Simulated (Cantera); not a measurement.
## Adiabatic ignition

An adiabatic, constant-volume homogeneous reactor starts with CH4 : O2 : N2 = 1 : 2.15 : 8.09 (molar parts), at 1525 K and 11.0 bar.

Detailed kinetics in Cantera: GRI-Mech 3.0 (53 species, 325 reactions). Above 3000 K some thermodynamic fits are extrapolated.

```
t (s)     T (K)  P (bar)   x CH4    x O2    x NO2    x HCN   x CH2CO
--------  -----  -------  ------  ------  -------  -------  --------
2.00e-6    1525     11.0  0.0890   0.191   <1e-12   <1e-12    <1e-12
9.28e-6    1525     11.0  0.0889   0.191   <1e-12   <1e-12  1.02e-11
4.31e-5    1529     11.0  0.0880   0.191   <1e-12   <1e-12   8.20e-8
0.000200   3091     23.1  <1e-12  0.0222  1.26e-5  1.20e-8    <1e-12
0.000928   3089     23.1  <1e-12  0.0218  1.34e-5  1.26e-8    <1e-12
0.00431    3089     23.1  <1e-12  0.0218  1.34e-5  1.26e-8    <1e-12
0.0200     3089     23.1  <1e-12  0.0218  1.34e-5  1.26e-8    <1e-12
0.0928     3089     23.1  <1e-12  0.0218  1.34e-5  1.26e-8    <1e-12
0.431      3089     23.1  <1e-12  0.0218  1.34e-5  1.26e-8    <1e-12
2.00       3089     23.1  <1e-12  0.0218  1.34e-5  1.26e-8    <1e-12
```
x: mole fraction; the columns are a selection and need not sum to one.

The time of steepest temperature rise is 0.125 ms and the temperature at 2.00 s comes out as 3089 K. The equilibrium temperature is 3089 K and the x(CH4) at 2.00 s is <1e-12 (gas-phase equilibrium <1e-12). The x(O2) at 2.00 s comes out as 0.0218 (gas-phase equilibrium 0.0218). The x(NO2) at 2.00 s is 1.34e-5 (gas-phase equilibrium 1.34e-5).
